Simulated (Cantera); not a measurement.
Input: 1 mol SiCl4, 1.3 mol HCl, 1.1 mol H2, at 20.0 bar.

Cantera equilibrium calculation (NASA polynomials, part measured and part estimated; ideal gas, pure solids and liquids). Candidate condensed phases: Si; 19 gas species. The tables' values for SiCl3 are old estimates; treat these amounts as uncertain. The numbers say what is thermodynamically allowed, not how fast it happens.

x: gas mole fraction; nothing condenses.

```
T (°C)  x HCl   x H2  x SiCl4    x SiHCl3   x SiCl3     x SiCl2
------  -----  -----  -------  ----------  --------  ----------
575     0.383  0.323    0.294    0.000402   2.73e-7    1.83e-11
625     0.383  0.323    0.293    0.000688   1.09e-6    1.96e-10
675     0.383  0.322    0.293     0.00111   3.75e-6     1.63e-9
725     0.384  0.322    0.292  (withheld)   1.14e-5  (withheld)
775     0.385  0.321    0.292     0.00249   3.08e-5     5.95e-8
825     0.386  0.320    0.291     0.00351   7.58e-5     2.78e-7
875     0.387  0.319    0.289  (withheld)  0.000172  (withheld)
925     0.389  0.317    0.287     0.00630  0.000362     4.03e-6
975     0.391  0.315    0.285     0.00809  0.000714     1.29e-5
1025    0.394  0.312    0.282      0.0101   0.00133     3.73e-5
1075    0.397  0.309    0.279      0.0123   0.00234     9.87e-5
1125    0.401  0.306    0.274      0.0147   0.00393    0.000240
1175    0.406  0.301    0.269      0.0171   0.00628    0.000539
1225    0.412  0.296    0.262      0.0194   0.00961     0.00112
```

### Question
What belongs in the gaps?

### Answer

- 875, x SiHCl3: 0.00477
- 875, x SiCl2: 1.13e-6
- 725, x SiHCl3: 0.00170
- 725, x SiCl2: 1.08e-8
